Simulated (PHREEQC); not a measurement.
Consider water at 25 °C with 0.0016 mol H3BO3, 0.00033 mol K2HPO4 and 0.00082 mol FeCl2 per kg of water. Closed to the air; pH follows from the charge balance.

Model: ion-association model, phreeqc.dat, run in PHREEQC.

Problem. The ionic strength comes out as 0.00267 mol/kgw. What activity coefficients do FeCl+, H2BO3-, HPO4-2, FeOH+, Cl- get?

Solution. FeCl+ 0.94, H2BO3- 0.94, HPO4-2 0.80, FeOH+ 0.95, Cl- 0.94.

Precipitation was switched off in this run. The solution is supersaturated, for example in Vivianite, so a real one may precipitate; this is no full list.
